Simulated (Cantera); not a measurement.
## Stirred combustor or abatement burner

A perfectly stirred reactor is fed with 25.2 % H2, 15.7 % O2, 59.1 % N2, at 5.10 bar; it is adiabatic with a 798 K inlet, and is followed from long to short residence time, starting on the burning branch (τ in s: 0.046, 0.022, 0.011, 0.005, 0.0024, 0.0011, 0.00055, 0.00026, 0.00012, 6e-05).

Model: the H2/O2 subset of GRI-Mech 3.0, which has no nitrogen chemistry, integrated in Cantera. The hydrogen kinetics of GRI-Mech 3.0 are dated; newer H2 mechanisms differ, most at raised pressure.

```csv
τ (s),T (K),x H2,x O2,x HO2,x H2O2,x H,x O
0.046,2531,0.00458,0.0347,1.00e-5,8.73e-7,0.000876,0.00141
0.022,2531,0.00461,0.0347,1.00e-5,8.73e-7,0.000883,0.00142
0.011,2530,0.00466,0.0347,1.01e-5,8.72e-7,0.000897,0.00143
0.0050,2529,0.00479,0.0348,1.01e-5,8.71e-7,0.000930,0.00146
0.0024,2526,0.00503,0.0348,1.03e-5,8.68e-7,0.000996,0.00152
0.0011,2519,0.00556,0.0349,1.06e-5,8.65e-7,0.00115,0.00165
0.00055,2507,0.00647,0.0351,1.12e-5,8.66e-7,0.00143,0.00189
0.00026,2483,0.00825,0.0356,1.26e-5,8.83e-7,0.00207,0.00237
0.00012,2439,0.0113,0.0364,1.59e-5,9.46e-7,0.00341,0.00329
6.0e-5,2380,0.0153,0.0377,2.16e-5,1.07e-6,0.00563,0.00459
```
x: mole fraction; the columns are a selection and need not sum to one.
